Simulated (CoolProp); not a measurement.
Properties of R134a along the isobar 15.4 MPa.

Values from CoolProp's reference Helmholtz-energy equation of state, Tillner-Roth 1994.

```tsv
T (°C)	phase	cp (kJ/(kg K))	fugacity coefficient
-57.45	liquid	1.207	0.002168
-30.85	liquid	1.241	0.008803
-4.35	liquid	1.279	0.02522
22.25	liquid	1.323	0.05680
48.85	liquid	1.376	0.1069
75.45	liquid	1.440	0.1757
102.05	supercritical	1.518	0.2601
128.65	supercritical	1.606	0.3540
155.25	supercritical	1.682	0.4499
181.85	supercritical	1.706	0.5407
```
